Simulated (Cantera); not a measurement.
Input: 1 mol MgCl2, 0.21 mol O2, 240 mol H2, held at 2000 °C and 0.0100 bar.

These are equilibrium values from Cantera (NASA tables, ideal gas, pure condensed phases), not measurements of a reactor. Candidate condensed phases: H2O, Mg, MgCl2, MgO, Mg(OH)2; 22 gas species. Kinetics and transport are ignored.

Base state: H2 0.906, H 0.0800, HCl 0.00745, Mg 0.00395, H2O 0.00164, Cl 0.000475, OH 2.25e-5 (mole fractions); condensed: gas only.

Task: What changes in the equilibrium state with this change: temperature from 2000 °C to 1402 °C?

Result: 
```tsv
species	before	after
H2	0.906	0.986
HCl	0.00745	0.00712
Mg	0.00395	0.00344
H	0.0800	0.00115
MgCl2	1.16e-6	0.000552
OH	2.25e-5	9.27e-8
Cl	0.000475	6.50e-6
MgO(s), mol	0	0.0231
```
